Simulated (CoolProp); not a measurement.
Vapour-liquid equilibrium of R1234yf (1) + isobutane (2) at 0.00265 MPa; x and y are mole fractions of (1).

Values from CoolProp's multi-fluid Helmholtz-energy mixture model, Lemmon 2022 and Bücker 2006; pair parameters Bell 2016.

Problem. Give the bubble temperature and the first vapour's composition at x = 0.35, 0.5, 0.65. Is there an azeotrope?

Solution. x = 0.35: 183.2 K, y = 0.687; x = 0.5: 183.1 K, y = 0.697; x = 0.65: 183.0 K, y = 0.714. y crosses x between x = 0.65 and 0.8: the model has an azeotrope there.

The pair parameters rest on a limited set of measurements; away from them the model extrapolates.
